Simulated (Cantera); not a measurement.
An adiabatic, constant-volume homogeneous reactor starts with CH4 : CO : O2 : N2 = 1 : 0.065 : 1.56 : 5.88 (molar parts), equivalence ratio 1.3, at 1250 K and 5.00 bar. Integrator tolerance rtol = 1e-08.

Detailed kinetics in Cantera: GRI-Mech 3.0 (53 species, 325 reactions).

Problem. What does this change do: pressure from 5.00 bar to 2.80 bar?

Solution. 
| quantity | before | after |
|---|---|---|
| time of steepest temperature rise | 6.21 ms | 10.8 ms |
| temperature at 0.200 s | 2983 K | 2942 K |
| equilibrium temperature | 2983 K | 2942 K |
| x(CH4) at 0.200 s | 3.00e-12 (gas-phase equilibrium 3.55e-12) | 1.12e-12 (gas-phase equilibrium 1.34e-12) |
| x(CO) at 0.200 s | 0.0752 (gas-phase equilibrium 0.0752) | 0.0757 (gas-phase equilibrium 0.0757) |
| x(O2) at 0.200 s | 0.00240 (gas-phase equilibrium 0.00240) | 0.00301 (gas-phase equilibrium 0.00301) |
| x(CO2) at 0.200 s | 0.0420 (gas-phase equilibrium 0.0420) | 0.0411 (gas-phase equilibrium 0.0411) |
| x(H) at 0.200 s | 0.00856 (gas-phase equilibrium 0.00856) | 0.0102 (gas-phase equilibrium 0.0102) |
| x(HO2) at 0.200 s | 3.52e-6 (gas-phase equilibrium 3.52e-6) | 3.30e-6 (gas-phase equilibrium 3.30e-6) |

Problem. What does this change do: constant pressure in place of constant volume?

Solution. 
```
quantity                                                              before                                    after
---------------------------------  -----------------------------------------  ---------------------------------------
time of steepest temperature rise                                    6.21 ms                                  6.62 ms
temperature at 0.200 s                                                2983 K                                   2720 K
equilibrium temperature                                               2983 K                                   2720 K
x(CH4) at 0.200 s                  3.00e-12 (gas-phase equilibrium 3.55e-12)    <1e-12 (gas-phase equilibrium <1e-12)
x(CO) at 0.200 s                       0.0752 (gas-phase equilibrium 0.0752)    0.0708 (gas-phase equilibrium 0.0708)
x(O2) at 0.200 s                     0.00240 (gas-phase equilibrium 0.00240)  0.00104 (gas-phase equilibrium 0.00104)
x(CO2) at 0.200 s                      0.0420 (gas-phase equilibrium 0.0420)    0.0472 (gas-phase equilibrium 0.0472)
x(H) at 0.200 s                      0.00856 (gas-phase equilibrium 0.00856)  0.00547 (gas-phase equilibrium 0.00547)
x(HO2) at 0.200 s                    3.52e-6 (gas-phase equilibrium 3.52e-6)  8.97e-7 (gas-phase equilibrium 8.97e-7)
```
